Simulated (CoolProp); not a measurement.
Vapour-liquid equilibrium of cyclopropane (1) + R134a (2) at 1.32 MPa; x and y are mole fractions of (1).

Model: multi-fluid Helmholtz-energy mixture model, Polt 1992 and Tillner-Roth 1994; pair parameters Bell 2016, in CoolProp. This equation is an older, rougher fit; its heat capacities, sound speeds and derivatives of the liquid may be far off and weren't checked against measurements.

Problem. Give the bubble temperature and the first vapour's composition at x = 0.2, 0.425, 0.65. Is there an azeotrope?

Solution. x = 0.2: 41.8 °C, y = 0.300; x = 0.425: 38.4 °C, y = 0.476; x = 0.65: 38.4 °C, y = 0.602. y crosses x between x = 0.5 and 0.575: the model has an azeotrope there.

The pair parameters rest on a limited set of measurements; away from them the model extrapolates.
